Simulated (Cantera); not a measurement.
Charge: 1 mol Si₃N₄, 6 mol HCl, 16 mol N₂, equilibrated at 18.0 mbar.

Cantera equilibrium calculation (NASA polynomials, part measured and part estimated; ideal gas, pure solids and liquids). Candidate condensed phases: NH₄Cl, Si, Si₃N₄; 28 gas species. The tables' values for SiCl₃ are old estimates; treat these amounts as uncertain. Kinetics and transport are ignored. All values below are at 1475 K.

Base state: N₂ 0.743, HCl 0.163, H₂ 0.0524, SiCl₂ 0.0267, SiCl₃ 0.00748, SiCl₄ 0.00714, SiHCl₃ 0.000217, Cl 5.58e-5 (mole fractions); condensed: Si₃N₄(s).

Task: What changes in the equilibrium state with this change: Si₃N₄ replaced by AlN?

Result: 
```json
[
 {"species": "N₂", "before": "0.743", "after": "0.749"},
 {"species": "HCl", "before": "0.163", "after": "0.138"},
 {"species": "H₂", "before": "0.0524", "after": "0.0674"},
 {"species": "AlCl₃", "before": "0", "after": "0.0442"},
 {"species": "SiCl₂", "before": "0.0267", "after": "0"},
 {"species": "SiCl₃", "before": "0.00748", "after": "0"},
 {"species": "SiCl₄", "before": "0.00714", "after": "0"},
 {"species": "AlCl₂", "before": "0", "after": "0.00102"},
 {"species": "Si₃N₄(s), mol", "before": "0.691", "after": "0"}
]
```
The tables' values for AlCl₂ are old estimates; treat these amounts as uncertain. Further candidate phases: Al, AlCl₃, AlN.
